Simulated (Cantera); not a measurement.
A closed system holds: 1 mol SiH₄, 0.75 mol O₂, 0.15 mol H₂, at 1.00 bar.

Cantera equilibrium calculation (NASA polynomials, part measured and part estimated; ideal gas, pure solids and liquids). Candidate condensed phases: H₂O, Si, SiO₂; 18 gas species. Each liquid is taken as pure. Mutual solubility and eutectic melting of coexisting phases are not modelled. The tables hold silica as quartz up to 1696 K and as liquid above; real silica turns to tridymite and cristobalite and melts near 1996 K. Gases not in the tables: Si₂H₆ and higher silanes. The numbers say what is thermodynamically allowed, not how fast it happens.

### Question
Which condensed phases are stable at each of these points (T (K)): 1650, 1700, 1750, 1800, 1850, 1900, 1950, 2000, 2050?

### Answer
```tsv
T (K)	condensed phases	Si condensed (%)
1650	Si(s) + SiO₂(β-quartz)	98.7
1700	Si(l) + SiO₂(condensed)	97.3
1750	Si(l) + SiO₂(condensed)	94.8
1800	Si(l) + SiO₂(condensed)	90.5
1850	Si(l) + SiO₂(condensed)	83.0
1900	Si(l) + SiO₂(condensed)	69.7
1950	SiO₂(condensed)	50.0
2000	SiO₂(l)	49.9
2050	SiO₂(l)	49.8
```

At 1650 K the condensed part is Si(s) + SiO₂(β-quartz). From 1700 K to 1900 K the condensed part is Si(l) + SiO₂(condensed). At 1950 K the condensed part is SiO₂(condensed). From 2000 K to 2050 K the condensed part is SiO₂(l).
